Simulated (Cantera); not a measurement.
Gas mixture: 36.5 % O₂, 63.5 % NO, at 570000 Pa, frozen composition.

Cantera's kinetic-theory transport with the Lennard-Jones parameters of GRI-Mech 3.0, ideal gas; thermal conductivity in the multicomponent form. The composition is frozen, though it would react at the higher temperatures.

D: mixture-averaged diffusion coefficient of that species in the mixture.

```tsv
T (K)	ρ (kg/m³)	cp (J/kg/K)	μ (µPa s)	λ (mW/m/K)	Pr	D (cm²/s) O	D (cm²/s) NH₃	D (cm²/s) OH
400	5.27	976.8	[?]	33.0	0.712	0.0947	0.0676	0.0929
600	3.51	1026	[?]	46.1	0.709	0.189	0.142	0.185
800	2.63	1078	[?]	58.7	0.709	0.306	0.237	0.300
1000	2.11	1117	[?]	70.5	0.708	0.444	0.348	0.435
1200	1.76	1142	[?]	81.3	0.708	0.601	0.476	0.589
1400	1.50	1163	[?]	91.5	0.708	0.776	0.619	0.761
1600	1.32	1181	60.7	101	0.707	0.968	0.775	0.949
1800	1.17	1195	65.5	111	0.707	1.18	0.944	1.15
2000	1.05	1208	70.1	120	0.707	1.40	1.13	1.37
```

What belongs in the gaps?


- 400, μ (µPa s): 24.0
- 600, μ (µPa s): 31.9
- 800, μ (µPa s): 38.6
- 1000, μ (µPa s): 44.7
- 1200, μ (µPa s): 50.4
- 1400, μ (µPa s): 55.7
